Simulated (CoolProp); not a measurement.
Vapour-liquid equilibrium of isobutene (1) + n-octane (2) at 0.773 bar; x and y are mole fractions of (1).

Computed with CoolProp (multi-fluid Helmholtz-energy mixture model, Lemmon 2005 and Beckmüller 2019; pair parameters Bell 2016).

| x | bubble temperature (K) | y at the bubble point | dew temperature at overall composition x (K) | liquid density (mol/L) |
|---|---|---|---|---|
| 0.05 | 354.3 | 0.690 | 387.6 | 5.833 |
| 0.2 | 306.9 | 0.966 | 381.9 | 6.662 |
| 0.35 | 288.7 | 0.990 | 375.4 | 7.360 |
| 0.5 | 278.0 | 0.996 | 367.5 | 8.094 |
| 0.65 | 270.6 | 0.998 | 357.6 | 8.911 |
| 0.8 | 265.1 | 0.999 | 343.3 | 9.839 |
| 0.95 | 260.7 | 1.000 | 314.0 | 10.91 |

No azeotrope shows between x = 0.05 and 0.95.

The pair parameters rest on a limited set of measurements; away from them the model extrapolates.
